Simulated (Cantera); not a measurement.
**Adiabatic ignition**

An adiabatic, constant-volume homogeneous reactor starts with CH4 : C2H6 : C3H8 : O2 : N2 : H2 = 1 : 0.14 : 0.1 : 3.08 : 11.6 : 0.022 (molar parts), equivalence ratio 0.97, at 1575 K and 55000 Pa.

Detailed kinetics in Cantera: GRI-Mech 3.0 (53 species, 325 reactions).

| t (s) | T (K) | P (bar) | x CH4 | x C2H6 | x C3H8 | x C2H | x O2 | x H2O2 | x H |
|---|---|---|---|---|---|---|---|---|---|
| 5.00e-6 | 1572 | 0.549 | 0.0627 | 0.00868 | 0.00609 | <1e-12 | 0.193 | 3.06e-7 | 1.13e-5 |
| 1.95e-5 | 1567 | 0.548 | 0.0620 | 0.00821 | 0.00543 | 1.64e-11 | 0.192 | 3.90e-6 | 3.04e-5 |
| 7.58e-5 | 1641 | 0.582 | 0.0517 | 0.00448 | 0.00159 | 2.26e-8 | 0.177 | 2.14e-5 | 0.000205 |
| 0.000295 | 2859 | 1.07 | <1e-12 | <1e-12 | <1e-12 | <1e-12 | 0.0299 | 2.91e-7 | 0.0157 |
| 0.00115 | 2869 | 1.07 | <1e-12 | <1e-12 | <1e-12 | <1e-12 | 0.0266 | 2.97e-7 | 0.0146 |
| 0.00447 | 2866 | 1.07 | <1e-12 | <1e-12 | <1e-12 | <1e-12 | 0.0257 | 2.91e-7 | 0.0145 |
| 0.0174 | 2866 | 1.07 | <1e-12 | <1e-12 | <1e-12 | <1e-12 | 0.0257 | 2.91e-7 | 0.0145 |
| 0.0678 | 2866 | 1.07 | <1e-12 | <1e-12 | <1e-12 | <1e-12 | 0.0257 | 2.91e-7 | 0.0145 |
| 0.264 | 2866 | 1.07 | <1e-12 | <1e-12 | <1e-12 | <1e-12 | 0.0257 | 2.91e-7 | 0.0145 |
| 1.03 | 2866 | 1.07 | <1e-12 | <1e-12 | <1e-12 | <1e-12 | 0.0257 | 2.91e-7 | 0.0145 |
| 4.00 | 2866 | 1.07 | <1e-12 | <1e-12 | <1e-12 | <1e-12 | 0.0257 | 2.91e-7 | 0.0145 |
x: mole fraction; the columns are a selection and need not sum to one.

```
Property                                                          Result
---------------------------------  -------------------------------------
time of steepest temperature rise                               0.108 ms
temperature at 4.00 s                                             2866 K
equilibrium temperature                                           2866 K
x(CH4) at 4.00 s                   <1e-12 (gas-phase equilibrium <1e-12)
x(C2H6) at 4.00 s                  <1e-12 (gas-phase equilibrium <1e-12)
x(C3H8) at 4.00 s                  <1e-12 (gas-phase equilibrium <1e-12)
```
